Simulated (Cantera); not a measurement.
A perfectly stirred reactor is fed with 38.3 % CH₄, 61.3 % H₂O, 0.322 % N₂, at 620000 Pa; it is held at 1450 K, and followed from long to short residence time.

Detailed kinetics in Cantera: GRI-Mech 3.0 (53 species, 325 reactions).

Problem. Predict: x(CH₄) at τ = 0.360 s; x(H₂O) at τ = 0.360 s; x(C₂H₂) at τ = 0.360 s; x(CH₃) at τ = 0.360 s; x(CH₄) at τ = 31.0 ms; x(H₂O) at τ = 31.0 ms; x(C₂H₂) at τ = 31.0 ms; x(CH₃) at τ = 31.0 ms.

Solution. 
* **x(CH₄) at τ = 0.360 s**: 0.250
* **x(H₂O) at τ = 0.360 s**: 0.551
* **x(C₂H₂) at τ = 0.360 s**: 0.0315
* **x(CH₃) at τ = 0.360 s**: 3.49e-5
* **x(CH₄) at τ = 31.0 ms**: 0.356
* **x(H₂O) at τ = 31.0 ms**: 0.603
* **x(C₂H₂) at τ = 31.0 ms**: 0.00570
* **x(CH₃) at τ = 31.0 ms**: 5.28e-5
